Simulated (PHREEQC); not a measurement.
1 kg of water holding 1.1 mol NaCl meets 20 L of dry gas (CO2 1 by moles) at fixed total pressure, at 40 °C; fugacities by Peng-Robinson. The gases take part in no redox reaction, some water evaporates into the gas, and hydrates or a liquid gas phase aren't modelled. No solid was allowed to form.

Computed with PHREEQC (Pitzer model, pitzer.dat).

| P (atm) | dissolved CO2 (all carbonate carbon) (mol/kgw) | φ of CO2 | pH |
|---|---|---|---|
| 2 | 0.0382 | 0.991 | 3.70 |
| 5 | ___ | 0.976 | ___ |
| 10 | 0.188 | 0.953 | 3.35 |
| 20 | ___ | 0.907 | 3.21 |
| 30 | 0.509 | 0.862 | 3.14 |
| 40 | ___ | ___ | 3.09 |
| 75 | ___ | 0.670 | 3.00 |
| 100 | 1.03 | 0.561 | 2.98 |
| 150 | 1.09 | 0.425 | 2.95 |
| 200 | 1.14 | 0.355 | 2.93 |
| 300 | 1.21 | 0.287 | 2.90 |
| 400 | 1.27 | 0.257 | 2.87 |

Question: Complete the blanks.

Answer: 
- 5, dissolved CO2 (all carbonate carbon) (mol/kgw): 0.0960
- 5, pH: 3.50
- 20, dissolved CO2 (all carbonate carbon) (mol/kgw): 0.358
- 40, dissolved CO2 (all carbonate carbon) (mol/kgw): 0.640
- 40, φ of CO2: 0.819
- 75, dissolved CO2 (all carbonate carbon) (mol/kgw): 0.954

In brines, pH and single-ion activities rest on the MacInnes convention. Away from 25 °C the constants follow the database's enthalpies or fits; those with neither stay at their 25 °C values.
